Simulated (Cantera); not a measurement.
What does this Cantera script print?

```python
import numpy as np
import cantera as ct

gas_names = """
    H HO2 H2 H2O H2O2 H2S H2SO4 O OH O2 O3 S SH SO SO2 SO3 S2 S2O S8
""".split()
cond_names = """
    H2O(s) H2O(L) H2SO4(L) S(cr1) S(cr2) S(L)
""".split()


# ... load() reads the species with a 1 bar reference pressure and builds the phases ...
atoms = {
    'SO2': {'S': 1, 'O': 2},
    'H2': {'H': 2},
    'O2': {'O': 2},
}
top_T = {}  # K; cautious upper limits of use, not melting points


# ... equilibrate(T, P, feed) seeds the gas with the atoms and calls Mixture.equilibrate('TP', solver="vcs", rtol=1e-11, max_steps=5000) ...
results = []
feed = {'SO2': 1, 'H2': 3.2, 'O2': 2.1}  # mol
P = 580  # Pa
for T in [1173, 1273, 1373, 1473, 1573, 1673, 1773, 1873, 1973, 2073]:
    mix = equilibrate(T, P, feed)
    results.append((T, P, feed, dict(zip(mix.species_names, mix.species_moles))))

top = {s: max(r[3][s] / sum(r[3][g] for g in gas_names) for r in results) for s in gas_names}
cols = sorted((s for s in top if top[s] > 1e-05), key=lambda s: -top[s])[:5]
seen = [c for c in cond_names if any(r[3].get(c, 0) > 1e-12 for r in results)]
print("log10 of partial pressures in bar; condensed amounts in mol")
print(f"{'T/K':>10s}" + "".join(f"{s[:9]:>10s}" for s in cols + seen))
for T, P, feed, n in results:
    ng = sum(n[g] for g in gas_names)
    print(f"{T:10.4g}" + "".join(f"{np.log10(max(n[s] / ng * P / 1e5, 1e-99)):10.3f}" for s in cols)
          + "".join(f"{n.get(c, 0):10.4g}" for c in seen))
```

It prints:

```
log10 of partial pressures in bar; condensed amounts in mol
       T/K       H2O       SO2        O2        OH        H2
      1173    -2.403    -2.912    -3.213    -7.022    -8.942
      1273    -2.403    -2.910    -3.211    -6.453    -8.072
      1373    -2.404    -2.909    -3.211    -5.966    -7.327
      1473    -2.404    -2.909    -3.211    -5.546    -6.681
      1573    -2.404    -2.909    -3.211    -5.179    -6.117
      1673    -2.405    -2.909    -3.212    -4.856    -5.620
      1773    -2.407    -2.910    -3.214    -4.571    -5.179
      1873    -2.410    -2.911    -3.215    -4.317    -4.787
      1973    -2.417    -2.915    -3.217    -4.090    -4.438
      2073    -2.429    -2.922    -3.216    -3.888    -4.130
```

Equilibrium computed with Cantera from the NASA thermochemical tables; the gas is ideal and each condensed phase is pure.
